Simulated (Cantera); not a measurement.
An isothermal, constant-pressure homogeneous reactor starts with H2 : O2 : N2 = 0.039 : 1 : 0.11 (molar parts), equivalence ratio 0.019, at 1375 K and 0.0230 bar. Integrator tolerance rtol = 1e-08.

Detailed kinetics in Cantera: GRI-Mech 3.0 (53 species, 325 reactions). Radical loss at walls, strong at low pressure, is not modelled. The temperature is held fixed by assumption; the heat of reaction is taken as removed at once.

Q: What does this change do: pressure from 0.0230 bar to 0.00160 bar?

A: 
| quantity | before | after |
|---|---|---|
| x(H2) at 2.00 s | 7.24e-7 (gas-phase equilibrium 7.52e-8) | 0.000362 (gas-phase equilibrium 2.85e-7) |
| x(O2) at 2.00 s | 0.868 (gas-phase equilibrium 0.868) | 0.846 (gas-phase equilibrium 0.868) |
| x(NO2) at 2.00 s | 9.03e-11 (gas-phase equilibrium 1.12e-6) | <1e-12 (gas-phase equilibrium 2.97e-7) |
| x(H) at 2.00 s | 1.85e-7 (gas-phase equilibrium 6.24e-9) | 0.00230 (gas-phase equilibrium 4.60e-8) |
| x(N2O) at 2.00 s | 6.28e-9 (gas-phase equilibrium 1.54e-9) | 2.52e-10 (gas-phase equilibrium 4.06e-10) |
| x(H2O) at 2.00 s | 0.0344 (gas-phase equilibrium 0.0345) | 0.0308 (gas-phase equilibrium 0.0345) |
| x(OH) at 2.00 s | 0.000159 (gas-phase equilibrium 5.15e-5) | 0.00353 (gas-phase equilibrium 0.000100) |
